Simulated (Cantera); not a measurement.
Equilibrium for fluorocarbon and chlorocarbon gases: CH₃Cl + H₂

Feed: 1 mol CH₃Cl, 1.4 mol H₂, equilibrated at 20.0 Pa.

Method: chemical equilibrium by Gibbs-energy minimisation in Cantera with the NASA 1993 tables (ideal gas, pure condensed phases). Candidate condensed phases: C, C₆H₆, C₇H₈, C₈H₁₈; 91 gas species. Kinetics and transport are ignored.

```csv
T (K),x H₂,x HCl,x H,x Cl,x C₂H₂ (acetylene),n C(graphite)
825,0.706,0.294,4.71e-10,2.00e-10,2.56e-12,1.000
975,0.706,0.294,6.80e-8,2.66e-8,4.02e-10,1.000
1125,0.706,0.294,2.64e-6,9.77e-7,1.62e-8,1.000
1275,0.706,0.294,4.38e-5,1.55e-5,2.71e-7,1.000
1425,0.706,0.294,0.000405,0.000138,2.49e-6,1.000
1575,0.704,0.293,0.00247,0.000815,1.49e-5,1.000
1725,0.697,0.288,0.0110,0.00351,6.42e-5,1.000
1875,0.675,0.275,0.0381,0.0118,0.000214,0.999
```
x: gas mole fraction; n: condensed amount in mol.

From 825 K to 1875 K the condensed part is C(graphite). The main C-bearing gas is CH₄ at 825 K and C₂H₂ (acetylene) at 1875 K.
